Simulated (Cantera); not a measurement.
An isothermal, constant-pressure homogeneous reactor starts with NH3 : N2 = 2.2 : 1 (molar parts), at 1923 K and 0.180 bar.

Computed with Cantera and the gas-phase N/H chemistry of the illustrative SiF4/NH3 mechanism in the Surface Chemkin manual (1991). Walls and surfaces, which speed up NH3 decomposition in real reactors, are not modelled.

**Question.** Predict: x(NH3) at 2.00 s; x(NH2) at 2.00 s; x(N2H2) at 2.00 s; x(N) at 2.00 s; x(H) at 2.00 s.

**Answer.** 
```
Item                                                  Value
-----------------  ----------------------------------------
x(NH3) at 2.00 s     0.0137 (gas-phase equilibrium 1.22e-6)
x(NH2) at 2.00 s    5.07e-5 (gas-phase equilibrium 9.88e-9)
x(N2H2) at 2.00 s    3.23e-8 (gas-phase equilibrium <1e-12)
x(N) at 2.00 s     4.42e-7 (gas-phase equilibrium 4.16e-10)
x(H) at 2.00 s     0.000786 (gas-phase equilibrium 0.00175)
```
